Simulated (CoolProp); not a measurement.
A simple Rankine cycle with R123: condensing at 330.15 K, boiler at 2.52 MPa, turbine inlet 435.9 K, turbine efficiency 0.65, pump efficiency 0.6, no recuperator. Each further row changes one setting.

Values from CoolProp's reference Helmholtz-energy equation of state, Younglove 1994. It is a modified Benedict-Webb-Rubin equation, recast in Helmholtz form.

| case | thermal efficiency (%) | net work (kJ/kg) | heat in (kJ/kg) | turbine exit temperature (K) | volume ratio over the turbine |
|---|---|---|---|---|---|
| as stated | 10.8 | 22.1 | 205 | 363.4 | 12.6 |
| turbine inlet 455.9 K | 11.0 | 25.2 | 229 | 390.5 | 11.3 |
| condensing temperature 322.15 K | 11.6 | 24.8 | 213 | 358.7 | 16.0 |
| boiler pressure 1.76 MPa | 9.8 | 21.7 | 221 | 384.9 | 7.40 |
| turbine efficiency 0.55 | 8.9 | 18.3 | 205 | 368.4 | 12.8 |
